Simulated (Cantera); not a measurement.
Mixture: 12.8 % CH4, 18.3 % O2, 68.8 % N2, equivalence ratio 1.4, at 2.37 atm, adiabatic and at constant volume. Ignition delay is the time to a rise of 400 K.

Cantera simulation using GRI-Mech 3.0 (53 species, 325 reactions); the numbers are that mechanism's predictions, not measurements.

Question: Predict: delay at 1075 K; delay at 1125 K; delay at 1175 K; delay at 1225 K; delay at 1275 K; delay at 1325 K; apparent activation energy between 1225 and 1325 K.

Answer: 
```json
{
  "delay at 1075 K": "0.146 s",
  "delay at 1125 K": "68.4 ms",
  "delay at 1175 K": "33.3 ms",
  "delay at 1225 K": "16.7 ms",
  "delay at 1275 K": "8.71 ms",
  "delay at 1325 K": "4.67 ms",
  "apparent activation energy between 1225 and 1325 K": "170 kJ/mol"
}
```
